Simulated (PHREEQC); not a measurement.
## Reverse-osmosis reject: an equilibrium model

A made-up water analysis in mg/kgw, 20 °C, pH 6.48, pe 11.5:

```json
[
 {"constituent": "Na", "mg/kgw": "93.9"},
 {"constituent": "K", "mg/kgw": "1.89"},
 {"constituent": "Ca", "mg/kgw": "311"},
 {"constituent": "Mg", "mg/kgw": "7.97"},
 {"constituent": "Cl", "mg/kgw": "452"},
 {"constituent": "S(6) as SO4", "mg/kgw": "52.8"},
 {"constituent": "Alkalinity as HCO3", "mg/kgw": "399"},
 {"constituent": "Pb", "mg/kgw": "8.88"}
]
```

Valence states are taken as typed.

All values are PHREEQC results (ion-association model, phreeqc.dat), not measurements.

Precipitation was switched off in this run.

Task: Predict the specific conductance.

Result: specific conductance 1850 µS/cm.

Task: In which forms is Pb present?

Result: PbCO3 61 %, PbHCO3+ 26 %, Pb+2 9.8 %, PbCl+ 2.3 %, PbSO4 0.6 % of the Pb.

Examples of supersaturated solids here: Cerussite. Others may be too. Species that the database lacks are ignored.
